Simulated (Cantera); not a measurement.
A perfectly stirred reactor is fed with NO : N2 = 1 : 0.18 (molar parts), at 75.0 Torr; it is held at 1925 K, and followed from long to short residence time.

Computed with Cantera and GRI-Mech 3.0 (53 species, 325 reactions).

**Question.** What does this change do: temperature 1925 to 1575 K?

**Answer.** 
```json
[
 {"quantity": "x(NO) at τ = 9.90 s", "before": "0.337", "after": "0.816"},
 {"quantity": "x(O2) at τ = 9.90 s", "before": "0.255", "after": "0.0153"},
 {"quantity": "x(N2O) at τ = 9.90 s", "before": "3.67e-5", "after": "0.000218"},
 {"quantity": "x(NO2) at τ = 9.90 s", "before": "0.000229", "after": "0.000317"},
 {"quantity": "x(O) at τ = 9.90 s", "before": "0.000603", "after": "5.41e-6"},
 {"quantity": "x(NO) at τ = 53.0 ms", "before": "0.841", "after": "0.847"},
 {"quantity": "x(O2) at τ = 53.0 ms", "before": "0.00287", "after": "2.24e-5"},
 {"quantity": "x(N2O) at τ = 53.0 ms", "before": "0.000257", "after": "6.46e-5"},
 {"quantity": "x(NO2) at τ = 53.0 ms", "before": "0.000112", "after": "6.61e-5"},
 {"quantity": "x(O) at τ = 53.0 ms", "before": "0.000164", "after": "1.91e-6"}
]
```

**Question.** What does this change do: N2 0.18 to 0.02 parts?

**Answer.** 
```
quantity                 before     after
---------------------  --------  --------
x(NO) at τ = 9.90 s       0.337     0.371
x(O2) at τ = 9.90 s       0.255     0.304
x(N2O) at τ = 9.90 s    3.67e-5   4.33e-5
x(NO2) at τ = 9.90 s   0.000229  0.000275
x(O) at τ = 9.90 s     0.000603  0.000659
x(NO) at τ = 53.0 ms      0.841     0.972
x(O2) at τ = 53.0 ms    0.00287   0.00380
x(N2O) at τ = 53.0 ms  0.000257  0.000341
x(NO2) at τ = 53.0 ms  0.000112  0.000140
x(O) at τ = 53.0 ms    0.000164  0.000181
```
